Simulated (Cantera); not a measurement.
Cantera run, input and output.

```python
import numpy as np
import cantera as ct

gas = ct.Solution("gri30.yaml")
gas.TPX = 1025, 100000, {'H2': 0.49, 'O2': 1, 'N2': 9.6}
inlet = ct.Reservoir(gas, clone=True)

reactor = ct.IdealGasConstPressureReactor(gas, energy="off", clone=False)
exhaust = ct.Reservoir(gas, clone=True)
tau = [3.5, 1.4, 0.61, 0.25, 0.11, 0.045, 0.019, 0.0078, 0.0033, 0.0014][0]
for a, b in ((inlet, reactor), (reactor, exhaust)):
    ct.MassFlowController(a, b, mdot=lambda t: reactor.mass / tau)
net = ct.ReactorNet([reactor])
show = ['H2', 'O2', 'NO2', 'H', 'O']

rows = []
print(f"{'tau/s':>10s}{'T/K':>9s}" + "".join(f"{s:>11s}" for s in show))
for tau in [3.5, 1.4, 0.61, 0.25, 0.11, 0.045, 0.019, 0.0078, 0.0033, 0.0014]:
    net.initial_time = 0.0
    net.advance(30 * tau)
    before = gas.X
    net.advance(40 * tau)
    drift = np.max(np.abs(gas.X - before) / (gas.X + 1e-9))
    rows.append([gas.T, *gas[show].X, drift])
    print(f"{tau:10.3e}{gas.T:9.1f}" + "".join(f"{x:11.3e}" for x in gas[show].X))
```

Result:

```
     tau/s      T/K         H2         O2        NO2          H          O
 3.500e+00   1025.0  4.843e-04  6.983e-02  6.488e-09  1.059e-07  9.436e-07
 1.400e+00   1025.0  8.345e-04  6.999e-02  3.144e-09  2.561e-07  1.675e-06
 6.100e-01   1025.0  1.312e-03  7.021e-02  1.600e-09  5.654e-07  2.772e-06
 2.500e-01   1025.0  1.982e-03  7.051e-02  8.722e-10  1.318e-06  4.861e-06
 1.100e-01   1025.0  2.658e-03  7.082e-02  6.076e-10  2.883e-06  8.557e-06
 4.500e-02   1025.0  3.424e-03  7.117e-02  4.882e-10  6.828e-06  1.651e-05
 1.900e-02   1025.0  4.342e-03  7.159e-02  4.236e-10  1.572e-05  3.092e-05
 7.800e-03   1025.0  5.694e-03  7.220e-02  3.643e-10  3.690e-05  5.688e-05
 3.300e-03   1025.0  7.603e-03  7.306e-02  3.033e-10  8.263e-05  9.810e-05
 1.400e-03   1025.0  1.034e-02  7.430e-02  2.399e-10  1.792e-04  1.615e-04
```

Computed with Cantera and GRI-Mech 3.0 (53 species, 325 reactions). The temperature is held fixed by assumption; the heat of reaction is taken as removed at once.
